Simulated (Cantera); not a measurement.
Feed: 1 mol B2H6, 0.073 mol O2, held at 15.0 Pa.

Equilibrium computed with Cantera from the NASA thermochemical tables; the gas is ideal and each condensed phase is pure. Candidate condensed phases: B, B2O3, B3O3H3, H2O; 23 gas species. The feed counts by its element totals alone. The tables' values for BH2 are old estimates; treat these amounts as uncertain. The numbers say what is thermodynamically allowed, not how fast it happens. All values below are at 1873 K.

Base state: H2 0.906, H 0.0501, HBO 0.0220, BO 0.0201, B2O2 0.00178, B2O 0.000209, BH2 0.000194, B 9.28e-5 (mole fractions); condensed: B(s).

Question: What changes in the equilibrium state with this change: pressure from 15.0 Pa to 7600 Pa?

Answer: 
| species | before | after |
|---|---|---|
| H2 | 0.906 | 0.955 |
| HBO | 0.0220 | 0.0360 |
| B2O2 | 0.00178 | 0.00452 |
| H | 0.0501 | 0.00229 |
| BO | 0.0201 | 0.00142 |
| B | 9.28e-5 | 1.83e-7 |
| B2O3 | 2.02e-6 | 0.000184 |
| HBO2 | 3.42e-6 | 0.000200 |
| H2O | 4.88e-7 | 1.85e-5 |
| B(s), mol | 1.85 | 1.85 |
